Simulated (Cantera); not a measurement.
A Cantera script and its output.

```python
import numpy as np
import cantera as ct

gas = ct.Solution("gri30.yaml")


def delay(T, t_max=10):
    gas.TPX = T, 42000, {'C3H8': 1, 'O2': 4.55, 'N2': 25.5}
    reactor = ct.IdealGasReactor(gas, clone=False)
    net = ct.ReactorNet([reactor])
    net.rtol, net.atol = 1e-8, 1e-16
    while net.time < t_max:
        t_old, T_old = net.time, reactor.T
        net.step()
        if reactor.T > T + 400:  # ignition: a rise of 400 K
            return t_old + (T + 400 - T_old) / (reactor.T - T_old) * (net.time - t_old)
    return np.nan


taus = []
for T in [1075, 1125, 1175, 1225, 1275, 1325, 1375]:
    taus.append(delay(T))
    print(f"T0 = {T:6g} K   tau = {taus[-1]:.4e} s")
```

Result:

```
T0 =   1075 K   tau = 1.9540e-01 s
T0 =   1125 K   tau = 5.7595e-02 s
T0 =   1175 K   tau = 1.8612e-02 s
T0 =   1225 K   tau = 6.6991e-03 s
T0 =   1275 K   tau = 2.6985e-03 s
T0 =   1325 K   tau = 1.2140e-03 s
T0 =   1375 K   tau = 6.0629e-04 s
```

Cantera simulation using GRI-Mech 3.0 (53 species, 325 reactions); the numbers are that mechanism's predictions, not measurements. GRI-Mech 3.0 was tuned for natural gas; its chemistry of propane as a main component is partial and can be far from experiment.
